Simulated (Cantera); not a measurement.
Input: 1 mol B2H6, 0.48 mol N2, held at 1902 °C and 0.0100 bar.

These are equilibrium values from Cantera (NASA tables, ideal gas, pure condensed phases), not measurements of a reactor. Candidate condensed phases: B, BN; 15 gas species. The feed counts by its element totals alone. Mutual solubility and eutectic melting of coexisting phases are not modelled. The tables' values for BH2 are old estimates; treat these amounts as uncertain. Rates play no part.

What is the equilibrium state?


```
Quantity        Result
----------  ----------
x(H2)            0.825
x(N2)            0.130
x(H)            0.0443
x(BH2)        0.000970
x(B)          0.000193
x(BH)          2.23e-5
x(BN)          5.01e-6
x(BH3)         4.06e-6
n(B(s))       1.95 mol
n(BN(s))    0.0416 mol
gas amount   3.538 mol
```
